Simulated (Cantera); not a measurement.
## Carbothermic reduction: CuO + CH4 + H2

Feed: 1 mol CuO, 2.6 mol CH4, 8.5 mol H2, held at 0.0100 bar.

Cantera equilibrium calculation (NASA polynomials, part measured and part estimated; ideal gas, pure solids and liquids). Candidate condensed phases: C, C6H6, C7H8, C8H18, Cu, CuO, Cu(OH)2, Cu2O, H2O; 113 gas species. Rates play no part.

```csv
T (°C),x H2,x CO,x CH4,x H2O,x CO2,x Cu,x H,n C(graphite),n Cu(s),n Cu(l)
527,0.922,0.0529,0.0114,0.0114,0.00276,<1e-12,2.78e-11,1.64,1.00,0
627,0.929,0.0663,0.00269,0.00150,0.000246,1.80e-11,1.13e-9,1.59,1.00,0
727,0.931,0.0678,0.000828,0.000249,2.61e-5,1.56e-9,2.19e-8,1.59,1.00,0
827,0.932,0.0680,0.000312,5.67e-5,4.08e-6,5.95e-8,2.50e-7,1.60,1.000,0
927,0.932,0.0680,0.000137,1.64e-5,8.74e-7,1.23e-6,1.90e-6,1.60,1.000,0
1027,0.932,0.0680,6.83e-5,5.78e-6,2.39e-7,1.58e-5,1.07e-5,1.60,1.000,0
1127,0.932,0.0680,3.75e-5,2.36e-6,7.94e-8,0.000135,4.70e-5,1.60,0,0.998
```
x: gas mole fraction; n: condensed amount in mol.

From 527 °C to 1027 °C the condensed part is C(graphite) + Cu(s). At 1127 °C the condensed part is C(graphite) + Cu(l).
